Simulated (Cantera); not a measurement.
A perfectly stirred reactor is fed with H₂ : O₂ : N₂ = 1 : 0.5 : 1.88 (molar parts), equivalence ratio 1.0, at 1.00 bar; it is adiabatic with a 423 K inlet, and is followed from long to short residence time, starting on the burning branch (τ in s: 0.031, 0.017, 0.0093, 0.0051, 0.0028, 0.0015, 0.00084, 0.00046, 0.00025, 0.00014, 7.6e-05, 4.2e-05, 2.3e-05).

Cantera simulation using the H2/O2 subset of GRI-Mech 3.0, which has no nitrogen chemistry; the numbers are that mechanism's predictions, not measurements.

### Question
What does this change do: O2 0.5 to 0.31 parts?

### Answer
```json
[
 {"quantity": "blow-out, bracketed by the residence times tried", "before": "burning at 23.0 µs, the shortest tried", "after": "burning at 42.0 µs, out at 23.0 µs"},
 {"quantity": "x(H₂) at τ = 31.0 ms", "before": "0.0194", "after": "0.129"},
 {"quantity": "x(O₂) at τ = 31.0 ms", "before": "0.00747", "after": "7.24e-5"},
 {"quantity": "x(H₂O₂) at τ = 31.0 ms", "before": "1.72e-7", "after": "1.51e-8"},
 {"quantity": "x(H) at τ = 31.0 ms", "before": "0.00320", "after": "0.00531"},
 {"quantity": "x(OH) at τ = 31.0 ms", "before": "0.00996", "after": "0.000691"},
 {"quantity": "x(H₂) at τ = 0.840 ms", "before": "0.0359", "after": "0.120"},
 {"quantity": "x(O₂) at τ = 0.840 ms", "before": "0.0154", "after": "0.000895"},
 {"quantity": "x(H₂O₂) at τ = 0.840 ms", "before": "3.01e-7", "after": "2.07e-7"},
 {"quantity": "x(H) at τ = 0.840 ms", "before": "0.0142", "after": "0.0265"},
 {"quantity": "x(OH) at τ = 0.840 ms", "before": "0.0155", "after": "0.00254"}
]
```
